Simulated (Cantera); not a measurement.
## NO annealing gas

An isothermal, constant-pressure homogeneous reactor starts with NO : N₂ = 1 : 0.55 (molar parts), at 2198 K and 203 Torr.

Computed with Cantera and GRI-Mech 3.0 (53 species, 325 reactions).

| t (s) | x NO | x N₂O | x N₂ | x O | x O₂ |
|---|---|---|---|---|---|
| 5.00e-5 | 0.645 | 2.29e-5 | 0.355 | 2.41e-5 | 3.82e-7 |
| 0.000139 | 0.645 | 5.79e-5 | 0.355 | 6.88e-5 | 3.11e-6 |
| 0.000387 | 0.645 | 0.000125 | 0.355 | 0.000208 | 2.92e-5 |
| 0.00108 | 0.644 | 0.000189 | 0.355 | 0.000534 | 0.000300 |
| 0.00300 | 0.640 | 0.000194 | 0.357 | 0.000727 | 0.00186 |
| 0.00834 | 0.630 | 0.000186 | 0.362 | 0.000813 | 0.00670 |
| 0.0232 | 0.602 | 0.000164 | 0.376 | 0.00101 | 0.0208 |
| 0.0646 | 0.519 | 0.000115 | 0.417 | 0.00144 | 0.0618 |
| 0.180 | 0.319 | 3.96e-5 | 0.517 | 0.00214 | 0.161 |
| 0.500 | 0.0852 | 2.88e-6 | 0.634 | 0.00274 | 0.278 |
| 1.39 | 0.0186 | 4.28e-7 | 0.667 | 0.00289 | 0.311 |
| 3.87 | 0.0142 | 3.79e-7 | 0.669 | 0.00289 | 0.314 |
| 10.8 | 0.0142 | 3.79e-7 | 0.669 | 0.00289 | 0.314 |
| 30.0 | 0.0142 | 3.79e-7 | 0.669 | 0.00289 | 0.314 |
x: mole fraction; the columns are a selection and need not sum to one.

Equilibrium at this temperature and pressure: NO 0.0142, N₂O 3.79e-7, N₂ 0.669, O 0.00289, O₂ 0.314 (gas phase only).
